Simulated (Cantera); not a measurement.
A freely propagating, adiabatic, planar premixed flame of H₂ : O₂ : N₂ = 1 : 0.333 : 1.25 (molar parts), equivalence ratio 1.5, unburnt at 700 K and 1.00 bar; mixture-averaged transport, grid criteria slope 0.08 and curve 0.16, no radiation.

Model: the H2/O2 subset of GRI-Mech 3.0, which has no nitrogen chemistry, integrated in Cantera. Burning velocities carry a grid error of a few per cent, more on coarse grids.

Problem. What does this change do: 0.17 parts H2O added?

Solution. 
```tsv
quantity	before	after
laminar burning velocity	1170 cm/s	1090 cm/s
thermal thickness	0.483 mm	0.469 mm
peak x(H)	0.0987	0.0815
peak x(HO₂)	0.000207	0.000279
peak x(OH)	0.0132	0.0123
```
